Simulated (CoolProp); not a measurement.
Vapour-liquid equilibrium of n-butane (1) + acetone (2) at 0.458 MPa; x and y are mole fractions of (1).

Computed with CoolProp (multi-fluid Helmholtz-energy mixture model, Bücker 2006 and Lemmon 2006; pair parameters Bell 2016).

```tsv
x	bubble temperature (K)	y at the bubble point	dew temperature at overall composition x (K)	liquid density (mol/L)
0.05	366.9	0.315	379.3	11.83
0.125	350.9	0.579	376.1	11.82
0.2	…	0.703	372.6	11.68
0.275	…	0.767	369.0	11.48
0.35	330.8	…	…	11.23
0.425	328.4	0.825	…	10.97
0.5	326.7	0.840	356.3	10.71
0.575	…	0.853	351.1	10.46
0.65	324.5	0.866	345.4	…
0.725	323.5	0.880	338.7	10.01
0.8	322.5	0.899	331.1	9.813
0.875	321.5	0.925	323.8	9.640
0.95	320.6	0.963	…	9.489
```

### Question
Some entries are withheld; supply them.

### Answer

- 0.2, bubble temperature (K): 340.7
- 0.275, bubble temperature (K): 334.6
- 0.35, y at the bubble point: 0.802
- 0.35, dew temperature at overall composition x (K): 365.1
- 0.425, dew temperature at overall composition x (K): 360.9
- 0.575, bubble temperature (K): 325.5
- 0.65, liquid density (mol/L): 10.23
- 0.95, dew temperature at overall composition x (K): 320.8

No azeotrope shows between x = 0.05 and 0.95.

Pair parameters are fitted to limited data, so mixtures are less certain than the pure fluids. With so large a gap from Raoult's law the liquid may split in two, which this calculation doesn't test in full.
